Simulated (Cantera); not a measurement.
A closed system holds: 1 mol CaO, 48 mol HCl, 1.7 mol O2, held at 850 °C and 1.00e-5 bar.

Method: chemical equilibrium by Gibbs-energy minimisation in Cantera with the NASA 1993 tables (ideal gas, pure condensed phases). Candidate condensed phases: Ca, CaCl2, CaO, Ca(OH)2, H2O; 21 gas species. Rates play no part.

Base state: HCl 0.890, H2O 0.0352, Cl 0.0268, O2 0.0264, CaCl2 0.0200, Cl2 0.00179 (mole fractions); condensed: gas only.

Q: What changes in the equilibrium state with this change: O2 from 1.7 to 12 mol?

A: 
| species | before | after |
|---|---|---|
| HCl | 0.890 | 0.720 |
| O2 | 0.0264 | 0.188 |
| H2O | 0.0352 | 0.0369 |
| Cl | 0.0268 | 0.0347 |
| CaCl2 | 0.0200 | 0.0165 |
| OH | 6.15e-6 | 1.03e-5 |
| Cl2 | 0.00179 | 0.00300 |

Q: What changes in the equilibrium state with this change: temperature from 850 °C to 1625 °C?

A: 
| species | before | after |
|---|---|---|
| HCl | 0.890 | 0.457 |
| Cl | 0.0268 | 0.313 |
| H2 | 1.58e-7 | 0.0740 |
| H | 5.35e-9 | 0.0672 |
| O2 | 0.0264 | 0.00120 |
| H2O | 0.0352 | 0.0633 |
| CaCl2 | 0.0200 | 0.0165 |
| CaCl | <1e-9 | 0.000188 |
| O | 2.26e-7 | 0.00321 |
